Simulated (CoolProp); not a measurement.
Vapour-liquid equilibrium of ethylene (1) + isobutane (2) at 2.09 bar; x and y are mole fractions of (1).

Model: multi-fluid Helmholtz-energy mixture model, Smukala 2000 and Bücker 2006; pair parameters Bell 2016, in CoolProp.

```
x     bubble temperature, mixture model (K)  bubble temperature, Raoult's law (K)  y, mixture model  y, Raoult's law
----  -------------------------------------  ------------------------------------  ----------------  ---------------
0.05                                  262.2                                 255.3             0.507            0.639
0.2                                   226.7                                 220.9               ___            0.943
0.35                                  209.7                                 206.4               ___            0.981
0.5                                   199.5                                 197.7             0.990            0.992
0.65                                    ___                                 191.8             0.996            0.997
0.8                                   187.7                                 187.3             0.999            0.999
0.95                                  183.8                                 183.8             1.000            1.000
```

**Question.** What belongs in the gaps?

**Answer.** 
- 0.2, y, mixture model: 0.915
- 0.35, y, mixture model: 0.975
- 0.65, bubble temperature, mixture model (K): 192.7

The largest gap from Raoult's law is +6.9 K in bubble temperature, at x = 0.05. No azeotrope shows between x = 0.05 and 0.95.

Pair parameters are fitted to limited data, so mixtures are less certain than the pure fluids.
